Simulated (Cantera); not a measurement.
**Hydrocarbon pyrolysis for carbon deposition**

An isothermal, constant-pressure homogeneous reactor starts with C2H6 : N2 = 1 : 220 (molar parts), at 1525 K and 1.00 bar.

Model: GRI-Mech 3.0 (53 species, 325 reactions), integrated in Cantera. GRI-Mech 3.0 stops at C3 and has no aromatics, soot or wall deposition, so with more carbon than oxygen in the feed, carbon stays in small species such as C2H2 where larger ones or solid carbon would form.

```csv
t (s),x C2H6,x H2,x CH3,x C2H,x H,x CH4
5.00e-5,0.00422,0.000110,0.000316,2.09e-11,1.59e-5,2.46e-5
0.000170,0.00300,0.00115,0.000395,3.19e-9,3.23e-5,0.000197
0.000576,0.000818,0.00360,0.000202,1.43e-8,3.35e-5,0.000669
0.00196,4.15e-5,0.00570,4.54e-5,1.17e-8,1.38e-5,0.000940
0.00665,1.86e-6,0.00662,1.06e-5,3.76e-9,3.65e-6,0.000972
0.0226,3.83e-7,0.00718,5.25e-6,2.17e-9,1.94e-6,0.000971
0.0766,3.33e-7,0.00751,4.94e-6,2.24e-9,1.93e-6,0.000956
0.260,2.98e-7,0.00760,4.68e-6,2.26e-9,1.95e-6,0.000908
0.884,2.16e-7,0.00780,3.98e-6,2.29e-9,1.99e-6,0.000775
3.00,9.47e-8,0.00819,2.65e-6,2.34e-9,2.08e-6,0.000517
```
x: mole fraction; the columns are a selection and need not sum to one.

Equilibrium at this temperature and pressure: C2H6 3.55e-11, H2 0.00895, CH3 4.70e-8, C2H 1.55e-10, H 2.25e-6, CH4 9.22e-6 (gas phase only).
